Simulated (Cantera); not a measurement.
## Equilibrium for silicon epitaxy and polysilicon growth: Si₂H₆ + Cl₂ + N₂ + HCl

Feed: 1 mol Si₂H₆, 0.016 mol Cl₂, 3.1 mol N₂, 0.045 mol HCl, held at 0.00170 bar.

These are equilibrium values from Cantera (NASA tables, ideal gas, pure condensed phases), not measurements of a reactor. Candidate condensed phases: NH₄Cl, Si, Si₃N₄; 28 gas species. The feed counts by its element totals alone. N₂ is the only nitrogen source here; it is nearly inert below about 1500 K, so the nitride shown seldom forms there in practice. The tables' values for SiCl are old estimates; treat these amounts as uncertain. Rates play no part.

```tsv
T (K)	x H₂	x N₂	x HCl	x H	x SiCl₂	x Si	x Cl	n Si₃N₄(s)	n Si(s)
1275	0.618	0.366	0.0159	1.41e-5	5.86e-6	6.24e-11	3.08e-7	0.667	0
1325	0.618	0.366	0.0159	3.12e-5	1.49e-5	7.36e-10	6.73e-7	0.667	0
1375	0.618	0.366	0.0159	6.53e-5	3.52e-5	7.23e-9	1.39e-6	0.667	0
1425	0.618	0.366	0.0158	0.000130	7.76e-5	6.03e-8	2.72e-6	0.667	0
1475	0.618	0.366	0.0156	0.000247	0.000160	4.35e-7	5.06e-6	0.666	0
1525	0.618	0.366	0.0153	0.000451	0.000308	2.76e-6	8.97e-6	0.666	0
1575	0.618	0.366	0.0148	0.000792	0.000552	1.55e-5	1.51e-5	0.666	0
1625	0.617	0.366	0.0141	0.00134	0.000913	7.80e-5	2.41e-5	0.665	0
1675	0.484	0.503	0.0107	0.00196	0.000855	0.000255	3.38e-5	0	1.99
```
x: gas mole fraction; n: condensed amount in mol.

From 1275 K to 1625 K the condensed part is Si₃N₄(s). At 1675 K the condensed part is Si(s). The main Si-bearing gas is SiCl₂ throughout.
